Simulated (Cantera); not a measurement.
A closed system holds: 1 mol Si, 0.3 mol CO₂, 31 mol N₂, held at 1725 °C and 0.130 Pa.

Equilibrium computed with Cantera from the NASA thermochemical tables; the gas is ideal and each condensed phase is pure. Candidate condensed phases: C, Si, SiC, SiO₂, Si₂N₂O, Si₃N₄; 34 gas species. Kinetics and transport are ignored.

Base state: N₂ 0.960, Si 0.0217, SiO 0.00929, CO 0.00929 (mole fractions); condensed: gas only.

What changes in the equilibrium state with this change: CO₂ from 0.3 to 0.56 mol?


| species | before | after |
|---|---|---|
| N₂ | 0.960 | 0.952 |
| SiO | 0.00929 | 0.0172 |
| CO | 0.00929 | 0.0172 |
| Si | 0.0217 | 0.0135 |
